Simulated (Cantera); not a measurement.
Input: 1 mol SiH4, 0.29 mol C2H4, 29 mol H2, held at 2098 K and 68.3 Torr.

Method: chemical equilibrium by Gibbs-energy minimisation in Cantera with the NASA 1993 tables (ideal gas, pure condensed phases). Candidate condensed phases: C, C6H6, C7H8, C8H18, Si, SiC; 87 gas species. Mutual solubility and eutectic melting of coexisting phases are not modelled. Gases not in the tables: Si2H6 and higher silanes. Rates play no part.

Base state: H2 0.988, H 0.0101, Si 0.00144, SiH 0.000234, SiH2 0.000178, Si2C 5.83e-5, Si2 1.86e-5 (mole fractions); condensed: Si(l) + SiC(s).

Problem. What changes in the equilibrium state with this change: SiH4 replaced by SiCl4?

Solution. 
| species | before | after |
|---|---|---|
| H2 | 0.988 | 0.876 |
| HCl | 0 | 0.101 |
| SiCl2 | 0 | 0.0119 |
| H | 0.0101 | 0.00955 |
| Cl | 0 | 0.000808 |
| SiCl | 0 | 0.000423 |
| SiCl3 | 0 | 6.39e-5 |
| Si2 | 1.86e-5 | 4.27e-6 |
| C2H2 (acetylene) | 8.46e-6 | 3.27e-5 |
| Si(l), mol | 0.358 | 0 |
| SiC(s), mol | 0.577 | 0.577 |
The tables' values for SiCl, SiCl3 are old estimates; treat these amounts as uncertain.
